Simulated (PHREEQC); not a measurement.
Solution A (0.46 mmol/kgw Na2B4O7) is mixed with solution B (0.035 mol NH4HF2 and 0.0019 mol H2SiF6 per kg of water) at 25 °C; shares are by mass of water, 1 kg in all. Oxygen is held at 0.21 atm. CO2 from the air is kept out. The run lets Quartz precipitate or redissolve, and no other solid.

Model: ion-association model, wateq4f.dat, run in PHREEQC.

```tsv
share of solution B	pH	BF4- (mol/kgw)	H3BO3 (mol/kgw)	H2BO3- (mol/kgw)	HF (mol/kgw)	F- (mol/kgw)
0	9.21	0	0.000937	0.000903	0	0
0.1	3.60	0.000402	0.00101	2.49e-9	0.00125	0.00358
0.2	3.46	0.00111	0.000143	2.61e-10	0.00284	0.00596
0.3	3.29	0.00119	9.31e-6	1.17e-11	0.00626	0.00907
0.4	3.20	0.00106	1.50e-6	1.58e-12	0.0100	0.0122
0.5	3.16	0.000893	4.00e-7	3.85e-13	0.0137	0.0151
0.6	3.13	0.000719	1.36e-7	1.24e-13	0.0171	0.0180
0.7	3.11	0.000542	5.16e-8	4.55e-14	0.0205	0.0208
0.8	3.10	0.000362	1.96e-8	1.69e-14	0.0237	0.0235
0.9	3.08	0.000181	6.06e-9	0	0.0268	0.0262
1	3.08	0	0	0	0.0298	0.0288
```

Species that the database lacks are ignored. wateq4f.dat counts part of the HF as a dimer, H2F2, which phreeqc.dat doesn't know; its constant is uncertain. SiF6-2 is the database's only silicon fluoride. Real BF4- forms and hydrolyses slowly; the run takes it at equilibrium.
